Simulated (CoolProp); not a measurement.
A simple Rankine cycle with 1,2-dichloroethane: condensing at 289.15 K, boiler at 2.42 MPa, turbine inlet 499 K, turbine efficiency 0.7, pump efficiency 0.8, no recuperator. Each further row changes one setting.

Computed with CoolProp (reference Helmholtz-energy equation of state, Thol 2015).

```tsv
case	thermal efficiency (%)	net work (kJ/kg)	heat in (kJ/kg)	turbine exit temperature (K)	volume ratio over the turbine
as stated	17.7	53.1	300	289.1	2160
condensing temperature 281.15 K	18.5	57.6	311	281.2	3250
boiler pressure 1.69 MPa	22.1	116	524	347.0	217
turbine efficiency 0.6	15.0	45.2	300	289.1	2230
```

The expansion ends wet for: as stated; condensing temperature 281.15 K; turbine efficiency 0.6.
